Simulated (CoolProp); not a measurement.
Vapour-liquid equilibrium of hydrogen sulfide (1) + toluene (2) at 0.412 MPa; x and y are mole fractions of (1).

Model: multi-fluid Helmholtz-energy mixture model, Lemmon 2006 and Lemmon 2006; pair parameters Bell 2016, in CoolProp.

### Question
Give the bubble temperature and the first vapour's composition at x = 0.05, 0.25, 0.45. Is there an azeotrope?

### Answer
x = 0.05: 102.8 °C, y = 0.799; x = 0.25: 22.2 °C, y = 0.993; x = 0.45: 0.5 °C, y = 0.998. No azeotrope shows between x = 0.05 and 0.95.

The pair parameters rest on a limited set of measurements; away from them the model extrapolates.
